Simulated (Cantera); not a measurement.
**Adiabatic ignition**

An adiabatic, constant-pressure homogeneous reactor starts with H2 : O2 : N2 = 1 : 0.417 : 1.57 (molar parts), equivalence ratio 1.2, at 1050 K and 1.00 bar.

Detailed kinetics in Cantera: the H2/O2 subset of GRI-Mech 3.0, which has no nitrogen chemistry.

```csv
t (s),T (K),x H2,x O2,x H2O,x HO2,x H2O2,x O,x OH
5.00e-6,1050,0.335,0.140,2.85e-10,7.83e-10,<1e-12,5.82e-11,2.30e-11
1.55e-5,1050,0.335,0.140,4.72e-9,4.19e-9,1.15e-11,3.81e-10,1.44e-10
4.78e-5,1050,0.335,0.140,2.89e-7,1.39e-7,5.99e-10,1.44e-8,5.39e-9
0.000148,1490,0.141,0.0560,0.154,4.15e-5,2.88e-6,0.0118,0.00888
0.000457,2709,0.0750,0.00465,0.285,2.37e-6,2.05e-7,0.00302,0.0187
0.00141,2732,0.0743,0.00420,0.288,2.24e-6,2.07e-7,0.00269,0.0179
0.00437,2732,0.0743,0.00420,0.288,2.24e-6,2.07e-7,0.00269,0.0179
0.0135,2732,0.0743,0.00420,0.288,2.24e-6,2.07e-7,0.00269,0.0179
0.0418,2732,0.0743,0.00420,0.288,2.24e-6,2.07e-7,0.00269,0.0179
0.129,2732,0.0743,0.00420,0.288,2.24e-6,2.07e-7,0.00269,0.0179
0.400,2732,0.0743,0.00420,0.288,2.24e-6,2.07e-7,0.00269,0.0179
```
x: mole fraction; the columns are a selection and need not sum to one.

| Quantity | Result |
|---|---|
| time of steepest temperature rise | 0.148 ms |
| temperature at 0.400 s | 2732 K |
| equilibrium temperature | 2732 K |
| x(H2) at 0.400 s | 0.0743 (gas-phase equilibrium 0.0743) |
| x(O2) at 0.400 s | 0.00420 (gas-phase equilibrium 0.00420) |
| x(H2O) at 0.400 s | 0.288 (gas-phase equilibrium 0.288) |
